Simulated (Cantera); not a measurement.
A perfectly stirred reactor is fed with CH₄ : H₂ : H : H₂O = 0.02 : 1 : 0.02 : 0.003 (molar parts), at 0.0150 bar; it is held at 2325 K, and followed from long to short residence time.

Cantera simulation using GRI-Mech 3.0 (53 species, 325 reactions); the numbers are that mechanism's predictions, not measurements. GRI-Mech 3.0 stops at C3 and has no aromatics, soot or wall deposition, so with more carbon than oxygen in the feed, carbon stays in small species such as C2H2 where larger ones or solid carbon would form. Radical loss at walls, strong at low pressure, is not modelled.

x: mole fraction; the columns are a selection and need not sum to one.

| τ (s) | x CH₄ | x H₂ | x H | x CH₃ | x C₂H |
|---|---|---|---|---|---|
| 3.0 | 3.48e-5 | 0.915 | 0.0746 | … | 3.00e-5 |
| 0.68 | 0.000135 | 0.934 | 0.0554 | … | 2.20e-5 |
| 0.15 | 0.000572 | 0.951 | 0.0376 | … | 1.49e-5 |
| 0.035 | 0.00186 | 0.959 | 0.0278 | … | 1.05e-5 |
| 0.0078 | 0.00509 | 0.962 | 0.0218 | … | 6.17e-6 |
| 0.0018 | 0.00993 | 0.963 | 0.0182 | … | 2.44e-6 |
| 0.00039 | 0.0135 | 0.963 | 0.0161 | … | 5.10e-7 |

Question: Fill in the missing entries.

Answer: 
- 3.0, x CH₃: 5.27e-5
- 0.68, x CH₃: 0.000148
- 0.15, x CH₃: 0.000420
- 0.035, x CH₃: 0.00100
- 0.0078, x CH₃: 0.00214
- 0.0018, x CH₃: 0.00345
- 0.00039, x CH₃: 0.00405
